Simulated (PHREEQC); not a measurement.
Make-up at 25 °C: 0.004 mol/kgw CaSO4, 0.00018 mol/kgw NaF and 0.00013 mol/kgw NaCl. Closed to the air; pH follows from the charge balance.

Equilibrium calculation in PHREEQC: ion-association model, phreeqc.dat.

```json
[
 {"quantity": "pH", "before": "7.06", "after": "7.05"},
 {"quantity": "ionic strength (mol/kgw)", "before": "0.0133", "after": "0.000310"},
 {"quantity": "SI of Halite (NaCl)", "before": "-9.07", "after": "-8.98"}
]
```

Which change was made?
A. NaF from 0.00018 to 0.00036 mol/kgw
B. diluted 10-fold with water
C. CaSO4 left out
D. NaF replaced by Na3PO4 at the same molality
E. NaCl from 0.00013 to 1.3e-05 mol/kgw

C, CaSO4 left out

Precipitation was switched off in this run. Some of these states are supersaturated (in Fluorite, for instance).
